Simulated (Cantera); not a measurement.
Input: 1 mol Cu₂O, 14 mol CO, held at 1575 K and 3.50 mbar.

Equilibrium computed with Cantera from the NASA thermochemical tables; the gas is ideal and each condensed phase is pure. Candidate condensed phases: C, Cu, CuO, Cu₂O; 15 gas species. Equilibrium is a limit: real reactors are often held back by kinetics, nucleation or transport.

Base state: CO 0.921, CO₂ 0.0709, Cu 0.00781 (mole fractions); condensed: Cu(l).

Question: What changes in the equilibrium state with this change: CO from 14 to 0.73 mol?

Answer: 
```json
[
 {"species": "CO₂", "before": "0.0709", "after": "0.908"},
 {"species": "O₂", "before": "<1e-9", "after": "0.0829"},
 {"species": "Cu", "before": "0.00781", "after": "0.00781"},
 {"species": "CO", "before": "0.921", "after": "0.000761"},
 {"species": "CuO", "before": "1.54e-9", "after": "2.38e-5"},
 {"species": "O", "before": "3.36e-9", "after": "5.21e-5"},
 {"species": "Cu(l), mol", "before": "1.89", "after": "1.72"},
 {"species": "Cu₂O(l), mol", "before": "0", "after": "0.137"}
]
```
Each liquid is taken as pure. Mutual solubility and eutectic melting of coexisting phases are not modelled.
